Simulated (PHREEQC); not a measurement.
A solution holds 0.0085 mol/kgw NH4HF2, 0.03 mol/kgw H2SiF6, 0.00014 mol/kgw H3PO4 and 0.015 mol/kgw H2SO4, at 20 °C. Closed to the air; pH follows from the charge balance.

Computed with PHREEQC (ion-association model, phreeqc.dat).

The ionic strength comes out as 0.114 mol/kgw. What activity coefficients do HSO4-, SO4-2, NH4+, F-, H2PO4- get?

HSO4- 0.78, SO4-2 0.36, NH4+ 0.73, F- 0.75, H2PO4- 0.78.

No solid was allowed to form. SiF6-2 is the database's only silicon fluoride.
